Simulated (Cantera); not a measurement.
Ignition delay

Mixture: 35.1 % H2, 8.77 % O2, 56.1 % N2, equivalence ratio 2.0, at 5.00 bar, adiabatic and at constant pressure. Ignition delay is the time to a rise of 400 K.

Detailed kinetics in Cantera: the H2/O2 subset of GRI-Mech 3.0, which has no nitrogen chemistry. The hydrogen kinetics of GRI-Mech 3.0 are dated; newer H2 mechanisms differ, most at raised pressure. Below about 950 K walls govern HO2 and H2O2 in real vessels. Where the delays flatten at high temperature, the 400 K rule measures the pace of heat release, not the induction time.

```tsv
T0 (K)	delay (ms)
900	156
1000	10.2
1100	0.492
1200	0.0235
1300	0.00993
1400	0.00604
1500	0.00426
1600	0.00331
1700	0.00279
```
